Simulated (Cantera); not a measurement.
Cantera run:

```python
import numpy as np
import cantera as ct

gas_names = """
    C CH CH2 CH3 CH2OH CH3O CH4 CH3OH CN CO CO2 COOH C2 C2H CHCO,ketyl C2H2,acetylene C2H2,vinylidene
    CH2CO,ketene C2H3,vinyl CH3CN CH3CO,acetyl C2H4 C2H4O,ethylen CH3CHO,ethanal CH3COOH (HCOOH)2 C2H5
    C2H6 CH3OCH3 C2H5OH CCN CNC C2N2 C2O C3 C3H3,propargyl C3H4,allene C3H4,propyne C3H4,cyclo-
    C3H5,allyl C3H6,propylene C3H6,cyclo- C3H6O C3H7,n-propyl C3H7,i-propyl C3H8 C3H8O,1propanol
    C3H8O,2propanol C3O2 C4 C4H2 C4H4,1,3-cyclo- C4H6,butadiene C4H6,2-butyne C4H6,cyclo- C4H8,1-butene
    C4H8,cis2-buten C4H8,tr2-butene C4H8,isobutene C4H8,cyclo- (CH3COOH)2 C4H9,n-butyl C4H9,i-butyl
    C4H9,s-butyl C4H9,t-butyl C4H10,isobutane C4H10,n-butane C4N2 C5 C5H6,1,3cyclo- C5H8,cyclo-
    C5H10,1-pentene C5H10,cyclo- C5H11,pentyl C5H11,t-pentyl C5H12,n-pentane C5H12,i-pentane
    CH3C(CH3)2CH3 C6H2 C6H5,phenyl C6H5O,phenoxy C6H6 C6H5OH,phenol C6H10,cyclo- C6H12,1-hexene
    C6H12,cyclo- C6H13,n-hexyl C7H7,benzyl C7H8 C7H8O,cresol C7H14,1-heptene C7H15,n-heptyl
    C7H16,n-heptane C8H8,styrene C8H10,ethylbenz C8H16,1-octene C8H17,n-octyl C8H18,isooctane
    C8H18,n-octane C9H19,n-nonyl C10H8,naphthale C10H21,n-decyl C12H9,o-bipheny C12H10,bipheny H HCN HCO
    HCCN HNC HNCO HNO HNO2 HNO3 HO2 H2 HCHO,formaldehy HCOOH H2O H2O2 N NCO NH NH2 NH3 NH2OH NO NO2 NO3
    N2 N2H2 N2H4 N2O O OH O2 O3
""".split()
cond_names = """
    C(gr) C6H6(L) C7H8(L) C8H18(L),n-octa H2O(s) H2O(L)
""".split()


def load(file, names, dense=False):
    # The tables refer to 1 bar. Condensed volumes are neglected.
    table = {s.name: s for s in ct.Species.list_from_file(file)}
    out = []
    for n in names:
        d = dict(table[n].input_data)
        d["thermo"] = dict(d["thermo"], **{"reference-pressure": 1e5})
        if dense:
            d["equation-of-state"] = {"model": "constant-volume", "density": "1e6 g/cm^3"}
        out.append(ct.Species.from_dict(d))
    return out


gas = ct.Solution(thermo="ideal-gas", species=load("nasa_gas.yaml", gas_names))
cond = {s.name: ct.Solution(thermo="fixed-stoichiometry", species=[s], name=s.name)
        for s in load("nasa_condensed.yaml", cond_names, dense=True)}
atoms = {
    'toluene': {'C': 7, 'H': 8},
    'CO2': {'C': 1, 'O': 2},
    'N2': {'N': 2},
    'NH3': {'N': 1, 'H': 3},
}
top_T = {'C(gr)': 4500}  # K; cautious upper limits of use, not melting points


def equilibrate(T, P, feed):
    n = {}
    for name, mol in feed.items():
        for a, k in atoms[name].items():
            n[a] = n.get(a, 0.0) + k * mol
    gas.TPX = T, P, n
    mass = sum(n.values()) * gas.mean_molecular_weight
    gas.equilibrate("TP")
    valid = [c for c in cond.values() if c.min_temp <= T <= top_T.get(c.name, c.max_temp)]
    mix = ct.Mixture([(gas, mass / gas.mean_molecular_weight)] + [(c, 0.0) for c in valid])
    mix.T, mix.P = T, P
    mix.equilibrate("TP", solver="vcs", rtol=1e-11, max_steps=5000)
    return mix


results = []
feed = {'toluene': 1, 'CO2': 3.8, 'N2': 1.8, 'NH3': 2.3}  # mol
P = 16000  # Pa
for T in [875, 1025, 1175, 1325, 1475, 1625, 1775, 1925, 2075, 2225]:
    mix = equilibrate(T, P, feed)
    results.append((T, P, feed, dict(zip(mix.species_names, mix.species_moles))))

top = {s: max(r[3][s] / sum(r[3][g] for g in gas_names) for r in results) for s in gas_names}
cols = sorted((s for s in top if top[s] > 1e-06), key=lambda s: -top[s])[:7]
seen = [c for c in cond_names if any(r[3].get(c, 0) > 1e-12 for r in results)]
print("log10 of partial pressures in bar; condensed amounts in mol")
print(f"{'T/K':>10s}" + "".join(f"{s[:9]:>10s}" for s in cols + seen))
for T, P, feed, n in results:
    ng = sum(n[g] for g in gas_names)
    print(f"{T:10.4g}" + "".join(f"{np.log10(max(n[s] / ng * P / 1e5, 1e-99)):10.3f}" for s in cols)
          + "".join(f"{n.get(c, 0):10.4g}" for c in seen))
```

Output:

```
log10 of partial pressures in bar; condensed amounts in mol
       T/K        CO        H2        N2       CO2       H2O       CH4         H     C(gr)
       875    -1.420    -1.194    -1.513    -1.808    -2.003    -2.748   -10.897     5.477
      1025    -1.189    -1.183    -1.574    -2.841    -2.948    -3.499    -8.952     3.449
      1175    -1.172    -1.180    -1.580    -3.911    -3.812    -4.078    -7.502     3.221
      1325    -1.171    -1.179    -1.581    -4.754    -4.493    -4.532    -6.376     3.201
      1475    -1.170    -1.179    -1.582    -5.421    -5.035    -4.895    -5.477     3.196
      1625    -1.170    -1.180    -1.582    -5.959    -5.476    -5.192    -4.741     3.188
      1775    -1.170    -1.180    -1.583    -6.402    -5.841    -5.438    -4.129     3.171
      1925    -1.171    -1.182    -1.586    -6.771    -6.149    -5.646    -3.610      3.14
      2075    -1.171    -1.186    -1.589    -7.084    -6.413    -5.826    -3.167     3.085
      2225    -1.173    -1.193    -1.596    -7.354    -6.644    -5.989    -2.785     2.996
```

Equilibrium computed with Cantera from the NASA thermochemical tables; the gas is ideal and each condensed phase is pure.
